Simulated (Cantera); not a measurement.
## Counterflow diffusion flame

A counterflow diffusion flame at 1.00 bar, nozzles 20 mm apart: fuel side CH₄ = 1 (molar parts) at 348 K, oxidiser side O₂ : N₂ = 0.21 : 0.79 (molar parts) at 800 K, fuel mass flux 1.3 times the oxidiser's; mixture-averaged transport, no radiation.

Model: GRI-Mech 3.0 (53 species, 325 reactions), integrated in Cantera. GRI-Mech 3.0 has no aromatics or soot, which form on the fuel side of real flames. The maximum strain rate includes the flame's own expansion and is several times the mean.

```csv
oxidiser flux (kg/m²/s),max strain (1/s),mean strain (1/s),T max (K),peak x OH,peak x H,peak x NO,peak x CO,peak x C₂H₂
0.25,267,58.1,2237,0.0108,0.00563,0.000398,0.0663,0.0171
0.35,363,81.4,2221,0.0108,0.00588,0.000365,0.0649,0.0162
0.5,503,116,2206,0.0107,0.00614,0.000330,0.0638,0.0154
0.7,687,163,2193,0.0106,0.00640,0.000295,0.0630,0.0146
0.99,947,230,2177,0.0105,0.00661,0.000255,0.0623,0.0137
1.4,1310,326,2156,0.0101,0.00674,0.000211,0.0617,0.0126
2,1820,465,2132,0.00968,0.00677,0.000164,0.0613,0.0113
2.8,2500,651,2103,0.00911,0.00666,0.000121,0.0612,0.00977
3.9,3410,907,2066,0.00829,0.00630,7.91e-5,0.0613,0.00789
5.5,4690,1280,2004,0.00687,0.00536,3.79e-5,0.0608,0.00526
```
x: mole fraction; the columns are a selection and need not sum to one.
